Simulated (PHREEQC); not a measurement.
4.9 g of hydrous ferric oxide (600 m²/g; 0.2 weak and 0.005 strong sites per Fe, Dzombak-Morel constants, diffuse double layer) in 1 kg of water with 0.05 mol/kgw of an inert sodium salt, at 25 °C; the pH is set by adding NaOH or the inert anion's acid. Oxygen is held at 0.21 atm. CO2 from the air is kept out. No solid was allowed to form.

All values are PHREEQC results (ion-association model, wateq4f.dat), not measurements.

Problem. Predict surface charge σ (C/m²) at pH = 3.38, 6, 7.12, 7.5, 8.62.

Solution. 
```
pH    surface charge σ (C/m²)
----  -----------------------
3.38                    0.344
6                       0.090
7.12                    0.030
7.5                     0.017
8.62                   -0.014
```

The oxide is taken as insoluble; below pH 4 it would dissolve.
